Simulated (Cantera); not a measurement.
Feed: 1 mol Al, 2.4 mol NH₃, 10 mol H₂, held at 775 K and 0.100 bar.

Equilibrium computed with Cantera from the NASA thermochemical tables; the gas is ideal and each condensed phase is pure. Candidate condensed phases: Al, AlN; 13 gas species. The numbers say what is thermodynamically allowed, not how fast it happens.

**Question.** What is the equilibrium state?

**Answer.** 
* **x(H₂)**: 0.951
* **x(N₂)**: 0.0489
* **x(NH₃)**: 7.95e-5
* **n(AlN(s))**: 1.00 mol
* **gas amount**: 14.30 mol
* **log10 activity of Al(s) (absent)**: -14.78
